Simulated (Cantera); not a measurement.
Input: 1 mol Fe2O3, 0.48 mol CH4, 12 mol H2, equilibrated at 6000 Torr.

Method: chemical equilibrium by Gibbs-energy minimisation in Cantera with the NASA 1993 tables (ideal gas, pure condensed phases). Candidate condensed phases: C, C6H6, C7H8, C8H18, Fe, Fe(CO)5, FeO, Fe(OH)2, Fe(OH)3, Fe2O3, Fe3O4, H2O; 114 gas species. Rates play no part. All values below are at 2498 K.

Base state: H2 0.769, H2O 0.184, CO 0.0341, H 0.00772, Fe 0.00377, CO2 0.00132, OH 0.000382, Fe(OH)2 0.000204 (mole fractions); condensed: Fe(l).

Q: What changes in the equilibrium state with this change: H2 from 12 to 0.41 mol?

A: 
```csv
species,before,after
H2,0.769,0.471
H2O,0.184,0.260
CO,0.0341,0.237
CO2,0.00132,0.0211
Fe,0.00377,0.00335
Fe(OH)2,0.000204,0.000591
FeO,4.64e-5,9.53e-5
OH,0.000382,0.000690
"Fe(l), mol",1.95,0
"FeO(l), mol",0,1.99
```
The tables' stoichiometric FeO is somewhat more stable than real wüstite, so its field is too wide. FeO: taken at fixed stoichiometry.
